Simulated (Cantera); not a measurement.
A freely propagating, adiabatic, planar premixed flame of CH4 : O2 : N2 = 1 : 1.33 : 4.93 (molar parts), equivalence ratio 1.5, unburnt at 650 K and 30000 Pa; multicomponent+Soret transport, grid criteria slope 0.08 and curve 0.16, no radiation.

Model: GRI-Mech 3.0 (53 species, 325 reactions), integrated in Cantera. Burning velocities carry a grid error of a few per cent, more on coarse grids.

x: mole fraction of selected species; z is measured from the peak of heat release.

| z (mm) | T (K) | u (m/s) | x CH4 | x O2 | x H | x CH2O | x C2H | x HO2 |
|---|---|---|---|---|---|---|---|---|
| -4.27 | 651 | 0.987 | 0.137 | 0.183 | <1e-8 | 3.28e-7 | <1e-8 | 1.50e-7 |
| -2.84 | 656 | 1.00 | 0.136 | 0.181 | <1e-8 | 5.99e-6 | <1e-8 | 1.95e-6 |
| -2.13 | 673 | 1.03 | 0.133 | 0.180 | ___ | ___ | <1e-8 | ___ |
| -1.42 | 763 | 1.18 | 0.123 | 0.172 | 4.06e-6 | 0.000175 | <1e-8 | 2.18e-5 |
| -0.711 | 1157 | 1.84 | 0.0855 | 0.133 | 0.000112 | 0.000900 | <1e-8 | 5.55e-5 |
| -0.356 | 1514 | 2.46 | 0.0488 | 0.0883 | 0.000744 | 0.00115 | 5.26e-8 | 9.09e-5 |
| 0 | 1840 | 3.05 | 0.0157 | 0.0411 | 0.00308 | 0.000623 | 1.24e-6 | 4.41e-5 |
| 0.356 | 2014 | 3.36 | 0.00303 | 0.0140 | 0.00602 | 0.000198 | 3.15e-6 | 6.98e-6 |
| 0.711 | 2076 | 3.47 | 0.000571 | 0.00426 | 0.00758 | 5.39e-5 | 2.23e-6 | 9.08e-7 |
| 1.42 | 2104 | 3.51 | ___ | ___ | 0.00813 | ___ | ___ | ___ |
| 2.84 | 2112 | 3.51 | 1.08e-6 | 0.000139 | 0.00782 | 1.61e-7 | 2.60e-8 | 3.20e-8 |
| 5.69 | 2118 | 3.52 | <1e-8 | 0.000113 | 0.00722 | <1e-8 | <1e-8 | 2.72e-8 |
| 11.4 | 2126 | 3.53 | <1e-8 | 8.74e-5 | 0.00632 | <1e-8 | <1e-8 | 2.17e-8 |

### Question
Complete the blanks.

### Answer

- -2.13, x H: 1.59e-7
- -2.13, x CH2O: 2.78e-5
- -2.13, x HO2: 7.05e-6
- 1.42, x CH4: 3.79e-5
- 1.42, x O2: 0.000512
- 1.42, x CH2O: 4.89e-6
- 1.42, x C2H: 4.86e-7
- 1.42, x HO2: 7.67e-8
